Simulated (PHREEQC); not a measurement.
Dissolve 55 mmol/kgw NaH2PO4, 17 mmol/kgw H2SO4 and 0.0011 mmol/kgw H4SiO4 at 78 °C. Closed to the air; pH follows from the charge balance.

Model: ion-association model, phreeqc.dat, run in PHREEQC.

No solid was allowed to form.

### Question
What pH, specific conductance does the model give?

### Answer
pH 2.43; specific conductance 14200 µS/cm.

### Question
In which forms is Na present?

### Answer
Na+ 98 %, NaSO4- 2.3 % of the Na.

Complexes and solids missing from the database can't appear. Constants without temperature data keep their 25 °C values here.
